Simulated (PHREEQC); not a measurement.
Solution (20 °C): 0.0013 mol K2SO4 per kg of water. Closed to the air; pH follows from the charge balance.

All values are PHREEQC results (ion-association model, phreeqc.dat), not measurements.

Precipitation was switched off in this run.

### Question
Predict the specific conductance.

### Answer
specific conductance 329 µS/cm.

### Question
In which forms is S present?

### Answer
SO4-2 99 %, KSO4- 1.3 % of the S.
